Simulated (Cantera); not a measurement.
A Cantera script and what it prints.

```python
import numpy as np
import cantera as ct

gas_names = """
    H HNO HNO2 HNO3 HO2 H2 H2O H2O2 N NH NH2 NH3 NH2OH NO NO2 NO3 N2 N2H2 N2H4 N2O O OH O2 O3 Si SiH
    SiH2 SiH3 SiH4 SiN SiO SiO2 Si2 Si2N Si3
""".split()
cond_names = """
    H2O(s) H2O(L) Si(cr) Si(L) SiO2(Lqz) SiO2(hqz) SiO2(L) Si2N2O(s) Si3N4(a)
""".split()


# ... load() reads the species with a 1 bar reference pressure and builds the phases ...
atoms = {
    'Si2H6': {'Si': 2, 'H': 6},
    'N2O': {'N': 2, 'O': 1},
    'H2': {'H': 2},
}
top_T = {'Si2N2O(s)': 2100, 'Si3N4(a)': 2400}  # K; cautious upper limits of use, not melting points


# ... equilibrate(T, P, feed) seeds the gas with the atoms and calls Mixture.equilibrate('TP', solver="vcs", rtol=1e-11, max_steps=5000) ...
results = []
feed = {'Si2H6': 1, 'N2O': 1.3, 'H2': 46}  # mol
P = 10000  # Pa
for T in [623, 823, 1023, 1223, 1423, 1623, 1823, 2023]:
    mix = equilibrate(T, P, feed)
    results.append((T, P, feed, dict(zip(mix.species_names, mix.species_moles))))

top = {s: max(r[3][s] / sum(r[3][g] for g in gas_names) for r in results) for s in gas_names}
cols = sorted((s for s in top if top[s] > 1e-06), key=lambda s: -top[s])[:7]
seen = [c for c in cond_names if any(r[3].get(c, 0) > 1e-12 for r in results)]
print("log10 of partial pressures in bar; condensed amounts in mol")
print(f"{'T/K':>10s}" + "".join(f"{s[:9]:>10s}" for s in cols + seen))
for T, P, feed, n in results:
    ng = sum(n[g] for g in gas_names)
    print(f"{T:10.4g}" + "".join(f"{np.log10(max(n[s] / ng * P / 1e5, 1e-99)):10.3f}" for s in cols)
          + "".join(f"{n.get(c, 0):10.4g}" for c in seen))
```

Output:

```
log10 of partial pressures in bar; condensed amounts in mol
       T/K        H2       SiO        N2         H        Si       NH3      SiH2     Si(L) SiO2(Lqz) SiO2(hqz) Si2N2O(s)
       623    -1.004   -29.674    -3.098   -16.130   -48.577    -4.601   -37.312         0       0.2         0       0.9
       823    -1.004   -19.186    -3.092   -11.636   -32.763    -5.674   -25.722         0    0.1998         0    0.9001
      1023    -1.004   -12.840    -3.092    -8.885   -23.155    -6.351   -18.677         0         0    0.1995    0.9003
      1223    -1.004    -8.598    -3.092    -7.024   -16.710    -6.816   -13.949         0         0    0.1989    0.9006
      1423    -1.004    -5.568    -3.092    -5.679   -12.095    -7.153   -10.561         0         0    0.1976    0.9005
      1623    -1.006    -3.326    -3.018    -4.664    -8.681    -7.376    -8.071         0         0    0.1187    0.8234
      1823    -1.022    -2.612    -2.612    -3.874    -5.355    -7.395    -5.477    0.6564         0         0   0.03875
      2023    -1.025    -2.600    -2.600    -3.234    -4.245    -7.552    -4.943    0.6567         0         0         0
```

Cantera equilibrium calculation (NASA polynomials, part measured and part estimated; ideal gas, pure solids and liquids). The feed counts by its element totals alone. Mutual solubility and eutectic melting of coexisting phases are not modelled. The tables hold silica as quartz up to 1696 K and as liquid above; real silica turns to tridymite and cristobalite and melts near 1996 K. Gases not in the tables: Si2H6 and higher silanes.
